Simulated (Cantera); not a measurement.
An isothermal, constant-pressure homogeneous reactor starts with 69.9 % CH₄, 30.1 % CO₂, at 1400 K and 0.132 atm.

Computed with Cantera and GRI-Mech 3.0 (53 species, 325 reactions). GRI-Mech 3.0 stops at C3 and has no aromatics, soot or wall deposition, so with more carbon than oxygen in the feed, carbon stays in small species such as C2H2 where larger ones or solid carbon would form.

Problem. Predict: x(CH₄) at 1.00 s; x(CO₂) at 1.00 s; x(CH₃) at 1.00 s; x(OH) at 1.00 s; x(CO) at 1.00 s.

Solution. 
- x(CH₄) at 1.00 s: 0.647 (gas-phase equilibrium 0.0421)
- x(CO₂) at 1.00 s: 0.291 (gas-phase equilibrium 9.49e-8)
- x(CH₃) at 1.00 s: 0.000156 (gas-phase equilibrium 1.51e-5)
- x(OH) at 1.00 s: 1.25e-9 (gas-phase equilibrium <1e-12)
- x(CO) at 1.00 s: 0.00152 (gas-phase equilibrium 0.315)
